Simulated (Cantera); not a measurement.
## Catalytic stagnation flow on Pt

A jet of 1.56 % H2, 10.3 % O2, 88.2 % N2, equivalence ratio 0.076 at 300 K and 0.405 atm hits a platinum plate 8 cm away at a mass flux of 0.032 kg/m²/s; the plate temperature is set and raised in steps from an oxygen-covered start.

Computed with Cantera and Deutschmann's 1995 Pt surface mechanism with GRI-Mech 3.0 gas chemistry. Catalytic surfaces can have several steady states; this one follows from the mechanism file's or the stated starting coverage.

```json
[
 {"plate T (K)": "500", "wall x H2": "0.000771", "wall x O2": "0.0866", "wall x H2O": "0.0293", "wall x OH": "<1e-8", "θ free Pt": "0.0130", "θ O*": "0.971", "θ OH*": "0.0159"},
 {"plate T (K)": "550", "wall x H2": "0.000768", "wall x O2": "0.0867", "wall x H2O": "0.0291", "wall x OH": "<1e-8", "θ free Pt": "0.0138", "θ O*": "0.977", "θ OH*": "0.00907"},
 {"plate T (K)": "600", "wall x H2": "0.000764", "wall x O2": "0.0868", "wall x H2O": "0.0289", "wall x OH": "<1e-8", "θ free Pt": "0.0145", "θ O*": "0.980", "θ OH*": "0.00566"},
 {"plate T (K)": "650", "wall x H2": "0.000739", "wall x O2": "0.0868", "wall x H2O": "0.0287", "wall x OH": "<1e-8", "θ free Pt": "0.0157", "θ O*": "0.980", "θ OH*": "0.00383"},
 {"plate T (K)": "700", "wall x H2": "0.000615", "wall x O2": "0.0867", "wall x H2O": "0.0288", "wall x OH": "<1e-8", "θ free Pt": "0.0198", "θ O*": "0.977", "θ OH*": "0.00297"},
 {"plate T (K)": "750", "wall x H2": "0.000397", "wall x O2": "0.0865", "wall x H2O": "0.0291", "wall x OH": "<1e-8", "θ free Pt": "0.0323", "θ O*": "0.965", "θ OH*": "0.00274"}
]
```
x: mole fraction at the wall; θ: surface coverage.
